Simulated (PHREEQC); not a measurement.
## Brine: an equilibrium model

Dissolve 0.98 mol/kgw H2SO4, 0.01 mol/kgw K2SO4 and 4.4e-05 mol/kgw Na2SiO3 at 25 °C. Closed to the air; pH follows from the charge balance.

Equilibrium calculation in PHREEQC: Pitzer model, pitzer.dat.

Precipitation was switched off in this run.

Predict the pH.

pH -0.08.

In which forms is S present?

HSO4- 77 %, SO4-2 23 % of the S.

In brines, pH and single-ion activities rest on the MacInnes convention.
